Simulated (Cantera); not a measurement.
A freely propagating, adiabatic, planar premixed flame of CH4 : CO : O2 : N2 = 1 : 0.07 : 1.45 : 5.47 (molar parts), unburnt at 473 K and 120 Torr; mixture-averaged transport, grid criteria slope 0.08 and curve 0.16, no radiation.

Detailed kinetics in Cantera: GRI-Mech 3.0 (53 species, 325 reactions). Burning velocities carry a grid error of a few per cent, more on coarse grids.

How do the results move with these cheaper or finer settings: unity-Lewis-number transport; multicomponent transport; multicomponent+Soret transport; grid criteria slope 0.5, curve 1; grid criteria slope 0.25, curve 0.5; grid criteria slope 0.03, curve 0.06?


| setting | laminar burning velocity | thermal thickness | peak x(CH3) | peak x(C2H) | grid points |
|---|---|---|---|---|---|
| as above | 76.0 cm/s | 2.34 mm | 0.00508 | 1.56e-6 | 159 |
| unity-Lewis-number transport | 46.4 cm/s | 3.21 mm | 0.00360 | 1.11e-6 | 138 |
| multicomponent transport | 75.6 cm/s | 2.38 mm | 0.00509 | 1.57e-6 | 159 |
| multicomponent+Soret transport | 76.0 cm/s | 2.32 mm | 0.00502 | 1.52e-6 | 161 |
| grid criteria slope 0.5, curve 1 | 81.2 cm/s | 2.57 mm | 0.00497 | 1.55e-6 | 47 |
| grid criteria slope 0.25, curve 0.5 | 78.3 cm/s | 2.43 mm | 0.00505 | 1.56e-6 | 67 |
| grid criteria slope 0.03, curve 0.06 | 74.9 cm/s | 2.33 mm | 0.00507 | 1.55e-6 | 367 |
The base run took very roughly 20 core-seconds.
Unity Lewis numbers drop preferential diffusion, which matters most where H2 and H carry the flame; Soret adds thermal diffusion.
